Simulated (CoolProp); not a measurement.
Vapour-liquid equilibrium of ethanol (1) + hexamethyldisiloxane (MM) (2) at 139 kPa; x and y are mole fractions of (1).

Values from CoolProp's multi-fluid Helmholtz-energy mixture model, Schroeder 2014 and Thol 2016; pair parameters Bell 2016.

```tsv
x	bubble temperature, mixture model (K)	bubble temperature, Raoult's law (K)	y, mixture model	y, Raoult's law
0.05	375.0	382.5	0.262	0.110
0.2	363.0	376.7	0.533	0.364
0.35	359.5	372.2	0.614	0.546
0.5	358.2	368.5	0.657	0.687
0.65	357.5	365.5	0.699	0.800
0.8	357.5	362.8	0.771	0.895
0.95	358.9	360.5	0.921	0.976
```

The largest gap from Raoult's law is -13.7 K in bubble temperature, at x = 0.2. y crosses x between x = 0.65 and 0.8: the model has an azeotrope there.

Pair parameters are fitted to limited data, so mixtures are less certain than the pure fluids.
